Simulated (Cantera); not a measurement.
Input: 1 mol SiF₄, 0.028 mol C₂H₂, 1300 mol H₂, at 2202 °C and 0.00990 bar.

Cantera equilibrium calculation (NASA polynomials, part measured and part estimated; ideal gas, pure solids and liquids). Candidate condensed phases: C, C₆H₆, C₇H₈, C₈H₁₈, Si, SiC; 113 gas species. The numbers say what is thermodynamically allowed, not how fast it happens.

Base state: H₂ 0.795, H 0.202, HF 0.00275, Si 0.000666, C₂H₂ (acetylene) 1.81e-5, SiH 1.62e-5 (mole fractions); condensed: gas only.

What changes in the equilibrium state with this change: temperature from 2202 °C to 2075 °C?


| species | before | after |
|---|---|---|
| H₂ | 0.795 | 0.880 |
| H | 0.202 | 0.116 |
| HF | 0.00275 | 0.00288 |
| Si | 0.000666 | 0.000686 |
| SiF | 6.08e-6 | 1.05e-5 |
| SiH | 1.62e-5 | 2.16e-5 |
| C₂H₂ (acetylene) | 1.81e-5 | 1.93e-5 |
The tables' values for SiF are old estimates; treat these amounts as uncertain.

What changes in the equilibrium state with this change: SiF₄ replaced by CH₃SiCl₃?


```
species             before     after
----------------  --------  --------
H₂                   0.795     0.795
H                    0.202     0.202
HCl                      0   0.00175
HF                 0.00275         0
C₂H₂ (acetylene)   1.81e-5  0.000347
Si                0.000666  0.000664
Cl                       0  0.000315
SiH                1.62e-5   1.62e-5
```
The feed counts by its element totals alone.
